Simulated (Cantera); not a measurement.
**V2O5 + H2 + N2 (hydrogen reduction and annealing atmospheres)**

A closed system holds: 1 mol V2O5, 470 mol H2, 1 mol N2, held at 0.0133 bar.

Method: chemical equilibrium by Gibbs-energy minimisation in Cantera with the NASA 1993 tables (ideal gas, pure condensed phases). Candidate condensed phases: H2O, V, VN, VO, V2O3, V2O4, V2O5; 28 gas species. Mutual solubility and eutectic melting of coexisting phases are not modelled. VO: taken at fixed stoichiometry. Condensed phases not in the tables: the oxides between V2O3 and V2O5 other than VO2. Kinetics and transport are ignored.

From 1000 K to 1500 K the condensed part is V2O3(s). At 1600 K the condensed part is VO(s) + V2O3(s). From 1700 K to 2000 K the condensed part is VO(s). At 2100 K the condensed part is VO(l).

```csv
T (K),x H2,x H,x H2O,x N2,x VO2,x VO,n V2O3(s),n VO(s),n VO(l)
1000,0.994,1.96e-8,0.00425,0.00212,<1e-12,<1e-12,1.00,0,0
1100,0.994,2.23e-7,0.00425,0.00212,<1e-12,<1e-12,1.00,0,0
1200,0.994,1.70e-6,0.00425,0.00212,2.10e-12,<1e-12,1.00,0,0
1300,0.994,9.55e-6,0.00425,0.00212,8.60e-11,2.64e-12,1.00,0,0
1400,0.994,4.20e-5,0.00425,0.00212,2.04e-9,1.29e-10,1.000,0,0
1500,0.993,0.000152,0.00425,0.00212,3.14e-8,3.68e-9,1.000,0,0
1600,0.991,0.000469,0.00609,0.00212,4.05e-7,5.68e-8,0.130,1.74,0
1700,0.990,0.00127,0.00636,0.00212,2.70e-6,5.84e-7,0,2.00,0
1800,0.988,0.00308,0.00634,0.00212,1.39e-5,4.57e-6,0,1.99,0
1900,0.985,0.00682,0.00629,0.00212,5.89e-5,2.84e-5,0,1.96,0
2000,0.977,0.0139,0.00611,0.00211,0.000211,0.000146,0,1.83,0
2100,0.964,0.0265,0.00571,0.00209,0.000606,0.000598,0,0,1.40
```
x: gas mole fraction; n: condensed amount in mol.
